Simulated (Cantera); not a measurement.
A perfectly stirred reactor is fed with 6.26 % CO, 9.40 % H₂, 6.03 % O₂, 66.4 % N₂, 11.9 % CO₂, equivalence ratio 1.3, at 5.00 bar; it is adiabatic with a 573 K inlet, and is followed from long to short residence time, starting on the burning branch (τ in s: 0.022, 0.012, 0.0063, 0.0034, 0.0019, 0.001, 0.00054, 0.00029, 0.00016, 8.6e-05, 4.7e-05).

Model: GRI-Mech 3.0 (53 species, 325 reactions), integrated in Cantera. The hydrogen kinetics of GRI-Mech 3.0 are dated; newer H2 mechanisms differ, most at raised pressure.

x: mole fraction; the columns are a selection and need not sum to one.

| τ (s) | T (K) | x CO | x H₂ | x O₂ | x CO₂ | x O | x H |
|---|---|---|---|---|---|---|---|
| 0.022 | 1455 | 0.0314 | 0.00745 | 0.000282 | 0.162 | 7.74e-6 | ? |
| 0.012 | 1452 | 0.0315 | 0.00751 | 0.000406 | 0.162 | 1.35e-5 | ? |
| 0.0063 | 1448 | 0.0318 | 0.00761 | 0.000603 | 0.161 | 2.42e-5 | ? |
| 0.0034 | 1442 | 0.0321 | 0.00776 | 0.000889 | 0.161 | 4.14e-5 | ? |
| 0.0019 | 1434 | 0.0326 | 0.00798 | 0.00129 | 0.160 | 6.75e-5 | ? |
| 0.0010 | 1422 | 0.0335 | 0.00836 | 0.00197 | 0.159 | 0.000112 | ? |
| 0.00054 | 1405 | 0.0348 | 0.00898 | 0.00298 | 0.158 | 0.000176 | ? |
| 0.00029 | 1378 | 0.0368 | 0.0101 | 0.00463 | 0.155 | 0.000261 | 0.00209 |
| 0.00016 | 1336 | 0.0401 | 0.0124 | 0.00750 | 0.151 | 0.000341 | 0.00223 |
| 8.6e-5 | 573 | 0.0626 | 0.0940 | 0.0603 | 0.119 | <1e-12 | <1e-12 |
| 4.7e-5 | 573 | 0.0626 | 0.0940 | 0.0603 | 0.119 | <1e-12 | <1e-12 |

Some entries are withheld; supply them.


- 0.022, x H: 0.000373
- 0.012, x H: 0.000492
- 0.0063, x H: 0.000656
- 0.0034, x H: 0.000857
- 0.0019, x H: 0.00109
- 0.0010, x H: 0.00140
- 0.00054, x H: 0.00175
